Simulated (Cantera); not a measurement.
What does this Cantera script print?

```python
import numpy as np
import cantera as ct

gas_names = """
    CL CL2 H HCL H2 N NH NH2 NH3 N2 N2H2 N2H4 Si SiCL SiCL2 SiCL3 SiCL4 SiH SiHCL3 SiH2 SiH2CL2 SiH3
    SiH3CL SiH4 SiN Si2 Si2N Si3
""".split()
cond_names = """
    NH4CL(a) NH4CL(b) Si(cr) Si(L) Si3N4(a)
""".split()


def load(file, names, dense=False):
    # The tables refer to 1 bar. Condensed volumes are neglected.
    table = {s.name: s for s in ct.Species.list_from_file(file)}
    out = []
    for n in names:
        d = dict(table[n].input_data)
        d["thermo"] = dict(d["thermo"], **{"reference-pressure": 1e5})
        if dense:
            d["equation-of-state"] = {"model": "constant-volume", "density": "1e6 g/cm^3"}
        out.append(ct.Species.from_dict(d))
    return out


gas = ct.Solution(thermo="ideal-gas", species=load("nasa_gas.yaml", gas_names))
cond = {s.name: ct.Solution(thermo="fixed-stoichiometry", species=[s], name=s.name)
        for s in load("nasa_condensed.yaml", cond_names, dense=True)}
atoms = {
    'SiH4': {'Si': 1, 'H': 4},
    'HCl': {'H': 1, 'CL': 1},
    'N2': {'N': 2},
}
top_T = {'Si3N4(a)': 2400}  # K; cautious upper limits of use, not melting points


def equilibrate(T, P, feed):
    n = {}
    for name, mol in feed.items():
        for a, k in atoms[name].items():
            n[a] = n.get(a, 0.0) + k * mol
    gas.TPX = T, P, n
    mass = sum(n.values()) * gas.mean_molecular_weight
    gas.equilibrate("TP")
    valid = [c for c in cond.values() if c.min_temp <= T <= top_T.get(c.name, c.max_temp)]
    mix = ct.Mixture([(gas, mass / gas.mean_molecular_weight)] + [(c, 0.0) for c in valid])
    mix.T, mix.P = T, P
    mix.equilibrate("TP", solver="vcs", rtol=1e-11, max_steps=5000)
    return mix


results = []
feed = {'SiH4': 1, 'HCl': 0.83, 'N2': 9.3}  # mol
T = 800  # K
P = 13332.2  # Pa
mix = equilibrate(T, P, feed)
results.append((T, P, feed, dict(zip(mix.species_names, mix.species_moles))))
print(gas.report(threshold=1e-06))
for i in range(1, mix.n_phases):
    print(f"{mix.phase(i).name:16s} {mix.phase_moles(i):12.5e} mol")
```

Result:

```
       temperature   800 K
          pressure   13332 Pa
           density   0.048332 kg/m^3
  mean mol. weight   24.113 kg/kmol
   phase of matter   gas

                          1 kg             1 kmol
                     ---------------   ---------------
          enthalpy        3.3895e+05        8.1733e+06  J
   internal energy             63108        1.5218e+06  J
           entropy            9647.2        2.3263e+05  J/K
    Gibbs function       -7.3788e+06       -1.7793e+08  J
 heat capacity c_p            1288.7             31076  J/K
 heat capacity c_v            943.94             22762  J/K

                      mass frac. Y      mole frac. X     chem. pot. / RT
                     ---------------   ---------------   ---------------
               HCL           0.10691          0.070714           -42.288
                H2          0.014657           0.17531           -20.737
               NH3        1.7939e-05        2.5399e-05           -44.414
                N2           0.87541           0.75352           -26.619
             SiCL4         0.0029946        0.00042505           -153.43
     [  +23 minor]        5.3751e-06        9.5704e-07

Si(cr)            0.00000e+00 mol
Si3N4(a)          3.31706e-01 mol
```

Method: chemical equilibrium by Gibbs-energy minimisation in Cantera with the NASA 1993 tables (ideal gas, pure condensed phases). N2 is the only nitrogen source here; it is nearly inert below about 1500 K, so the nitride shown seldom forms there in practice.
